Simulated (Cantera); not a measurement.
Source: NASA polynomial tables (part measured, part estimated), evaluated in Cantera. Values are per mole of reaction as written; species without (g) are pure solids or liquids, kept so even where they would boil at 1 bar.

2 Na(g) + H2S(g) → Na2S + H2(g), with ΔH° = -560.1 kJ and ΔS° = -286.1 J/K at 300 K.

Q: How far is the shortcut ΔG° ≈ ΔH°(300 K) − T·ΔS°(300 K) from the full temperature-dependent value at 523, 623, 723, 823, 923, 1023 K?

A: 
```tsv
T (K)	shortcut (kJ)	full (kJ)	difference (kJ)	difference in log10 K
523	-410.5	-413.0	2.5	-0.25
623	-381.9	-386.7	4.8	-0.40
723	-353.3	-361.0	7.7	-0.56
823	-324.7	-335.8	11.1	-0.71
923	-296.1	-311.1	15.0	-0.85
1023	-267.5	-286.7	19.2	-0.98
```
The shortcut ignores the heat-capacity change of the reaction.
